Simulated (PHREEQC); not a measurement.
1 kg of water holding 0.16 mol/kgw MgCl2, 0.093 mol/kgw CaCl2, 0.18 mol/kgw NaCl, 0.26 mol/kgw KCl and 0.24 mol/kgw SrCl2 is evaporated at 15 °C; the solids stay in contact with the brine. CO2 from the air is kept out. The run lets Bischofite, Brucite, Carnallite, Halite, Portlandite, Sylvite, MgCl2_4H2O precipitate or redissolve, and no other solid.

The series has 13 steps of water left (kg), from 1 to 0.09502.

The numbers come from PHREEQC with the Pitzer model, pitzer.dat.

Question: Which solids form, in which order, and at which step of the series does each first stand?

Answer: Sylvite from water left = 0.1711 kg; Halite from water left = 0.1407 kg.
